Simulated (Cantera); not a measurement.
A Cantera script and its output.

```python
import numpy as np
import cantera as ct

gas = ct.Solution("gri30.yaml")
gas.TPX = 700, 100000, {'C3H8': 1, 'O2': 4.17, 'N2': 15.7}
flame = ct.FreeFlame(gas, width=0.04)
flame.set_refine_criteria(ratio=3, slope=0.08, curve=0.16)
flame.transport_model = "unity-Lewis-number"
flame.solve(loglevel=0, auto=True)
z, T = flame.grid, flame.T
thick = (T[-1] - T[0]) / np.gradient(T, z).max()
show = ['C3H8', 'O2', 'HO2', 'CH2CO', 'N2O', 'NO']
print(f"laminar burning velocity  {flame.velocity[0] * 100:.3f} cm/s")
print(f"burnt temperature         {T[-1]:.1f} K")
print(f"thermal thickness         {thick * 1e3:.4f} mm")
print(f"grid points               {len(z)}")
z0 = z[flame.heat_release_rate.argmax()]
print(f"{'z/mm':>9s}{'T/K':>9s}{'u/(m/s)':>9s}" + "".join(f"{s:>11s}" for s in show))
rows = []
for k in (-3, -2, -1.5, -1, -0.5, -0.25, 0, 0.25, 0.5, 1, 2, 4, 8):
    zz = z0 + k * thick
    rows.append([k * thick, np.interp(zz, z, T), np.interp(zz, z, flame.velocity),
                 *(np.interp(zz, z, flame.X[gas.species_index(s)]) for s in show)])
    print(f"{rows[-1][0] * 1e3:9.3f}{rows[-1][1]:9.1f}{rows[-1][2]:9.3f}" + "".join(f"{x:11.3e}" for x in rows[-1][3:]))
```

Output:

```
laminar burning velocity  133.415 cm/s
burnt temperature         2443.2 K
thermal thickness         0.3048 mm
grid points               139
     z/mm      T/K  u/(m/s)       C3H8         O2        HO2      CH2CO        N2O         NO
   -0.915    700.4    1.335  4.790e-02  1.998e-01  5.007e-08  5.109e-07  1.318e-11  8.884e-09
   -0.610    704.6    1.343  4.768e-02  1.992e-01  6.200e-07  6.386e-06  1.646e-10  1.112e-07
   -0.457    716.1    1.367  4.708e-02  1.977e-01  2.136e-06  2.249e-05  5.795e-10  3.932e-07
   -0.305    780.6    1.500  4.374e-02  1.891e-01  9.807e-06  1.132e-04  2.908e-09  2.011e-06
   -0.152   1134.6    2.260  2.528e-02  1.414e-01  6.441e-05  6.226e-04  1.568e-08  1.153e-05
   -0.076   1522.5    3.157  7.450e-03  8.956e-02  1.895e-04  1.083e-03  2.920e-08  2.283e-05
    0.000   1905.9    4.069  1.638e-04  4.069e-02  6.316e-05  6.252e-04  4.334e-08  3.981e-05
    0.076   2054.4    4.406  1.307e-07  1.919e-02  7.017e-06  7.800e-05  5.481e-08  5.956e-05
    0.152   2092.8    4.483  3.373e-11  1.340e-02  3.662e-06  4.399e-06  5.968e-08  7.185e-05
    0.305   2135.4    4.560  6.666e-17  1.061e-02  2.836e-06  1.535e-08  5.840e-08  8.288e-05
    0.610   2192.9    4.662  7.497e-24  8.760e-03  2.236e-06  2.505e-12  5.754e-08  9.593e-05
    1.219   2263.1    4.785  2.703e-32  6.772e-03  1.642e-06  5.661e-17  5.916e-08  1.179e-04
    2.439   2335.7    4.910 -1.479e-40  4.609e-03  1.100e-06  3.881e-17  6.235e-08  1.552e-04
```

Model: GRI-Mech 3.0 (53 species, 325 reactions), integrated in Cantera. GRI-Mech 3.0 was tuned for natural gas; its chemistry of propane as a main component is partial and can be far from experiment. Unity Lewis numbers drop preferential diffusion, which matters most where H2 and H carry the flame. Burning velocities carry a grid error of a few per cent, more on coarse grids.
